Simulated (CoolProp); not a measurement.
Vapour-liquid equilibrium of ethylene (1) + n-butane (2) at 219 K; x and y are mole fractions of (1).

Model: multi-fluid Helmholtz-energy mixture model, Smukala 2000 and Bücker 2006; pair parameters Bell 2016, in CoolProp.

### Question
Give the bubble pressure and the first vapour's composition at x = 0.05, 0.65, 0.95. Is there an azeotrope?

### Answer
x = 0.05: 66.81 kPa, y = 0.892; x = 0.65: 548.9 kPa, y = 0.993; x = 0.95: 869.4 kPa, y = 0.999. No azeotrope shows between x = 0.05 and 0.95.

The pair parameters rest on a limited set of measurements; away from them the model extrapolates. The gap from Raoult's law changes sign with composition, which may be real or a fault of the pair parameters; it wasn't checked against measurements.
